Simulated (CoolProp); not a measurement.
R134a at 394.35 K and 2.67 MPa is throttled through a valve to 1.54 MPa with no heat exchange. Each further row changes one setting.

Values from CoolProp's reference Helmholtz-energy equation of state, Tillner-Roth 1994.

```tsv
case	temperature change (K)	final density (kg/m³)
as stated	-11.7	(withheld)
outlet pressure 0.462 MPa	(withheld)	15.9
outlet pressure 2 MPa	(withheld)	76.5
```

### Question
Complete the blanks.

### Answer

- as stated, final density (kg/m³): 57.1
- outlet pressure 0.462 MPa, temperature change (K): -23.0
- outlet pressure 2 MPa, temperature change (K): -6.9
